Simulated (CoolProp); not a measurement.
Vapour-liquid equilibrium of n-heptane (1) + n-dodecane (2) at 0.0815 bar; x and y are mole fractions of (1).

Values from CoolProp's multi-fluid Helmholtz-energy mixture model, Span 2003 and Lemmon 2004; pair parameters Bell 2016.

**Question.** Give the bubble temperature and the first vapour's composition at x = 0.05, 0.65, 0.8. Is there an azeotrope?

**Answer.** x = 0.05: 378.9 K, y = 0.690; x = 0.65: 312.8 K, y = 0.997; x = 0.8: 308.6 K, y = 0.999. No azeotrope shows between x = 0.05 and 0.95.

Pair parameters are fitted to limited data, so mixtures are less certain than the pure fluids. The gap from Raoult's law changes sign with composition, which may be real or a fault of the pair parameters; it wasn't checked against measurements.
